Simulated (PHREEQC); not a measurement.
Brackish or sea water: speciation

Synthetic water in mg/kgw, 25 °C, pH 6.42:

| constituent | mg/kgw |
|---|---|
| Na | 3410 |
| K | 1790 |
| Ca | 799 |
| Mg | 97.2 |
| Cl | 7100 |
| S(6) as SO4 | 2110 |
| Alkalinity as HCO3 | 25.9 |

Cl is adjusted to close the charge balance.
Valence states are taken as typed.

All values are PHREEQC results (Pitzer model, pitzer.dat), not measurements.

No solid was allowed to form.

Question: Predict the activity of water, osmotic coefficient, density.

Answer: activity of water 0.993; osmotic coefficient 0.885; density 1.008 g/cm³.

Question: In which forms is C present?

Answer: HCO3- 62 %, CO2 38 % of the C.

Species that the database lacks are ignored.
